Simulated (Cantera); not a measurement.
# Thermodynamics of abatement and gas-phase synthesis, feed HI + H2 + O2

Charge: 1 mol HI, 0.66 mol H2, 0.73 mol O2, held at 3100 K.

Method: chemical equilibrium by Gibbs-energy minimisation in Cantera with the NASA 1993 tables (ideal gas, pure condensed phases). Candidate condensed phases: H2O, I2; 12 gas species. The ideal-gas law is rough above about 30 bar. Rates play no part.

From 10.0 Pa to 300 bar nothing is condensed.

| P (Pa) | x H | x H2O | x I | x O | x OH | x H2 | x O2 | x HI | x I2 |
|---|---|---|---|---|---|---|---|---|---|
| 10 | 0.484 | 1.61e-6 | 0.210 | 0.305 | 0.000539 | 0.000519 | 0.000373 | 4.53e-6 | 4.40e-9 |
| 65 | 0.480 | 6.59e-5 | 0.211 | 0.300 | 0.00342 | 0.00331 | 0.00235 | 2.94e-5 | 2.90e-8 |
| 420 | 0.451 | 0.00223 | 0.221 | 0.275 | 0.0191 | 0.0189 | 0.0128 | 0.000186 | 2.05e-7 |
| 2700 | 0.334 | 0.0360 | 0.260 | 0.196 | 0.0647 | 0.0666 | 0.0418 | 0.00104 | 1.82e-6 |
| 17000 | 0.158 | 0.159 | 0.326 | 0.0973 | 0.0957 | 0.0944 | 0.0647 | 0.00392 | 1.81e-5 |
| 110000 | 0.0533 | 0.303 | 0.374 | 0.0391 | 0.0837 | 0.0691 | 0.0675 | 0.00978 | 0.000154 |
| 720000 | 0.0150 | 0.397 | 0.392 | 0.0151 | 0.0595 | 0.0358 | 0.0658 | 0.0189 | 0.00111 |
| 4700000 | 0.00386 | 0.445 | 0.384 | 0.00599 | 0.0397 | 0.0155 | 0.0678 | 0.0311 | 0.00695 |
| 30000000 | 0.000975 | 0.477 | 0.336 | 0.00247 | 0.0264 | 0.00631 | 0.0734 | 0.0438 | 0.0339 |
x: gas mole fraction; nothing condenses.
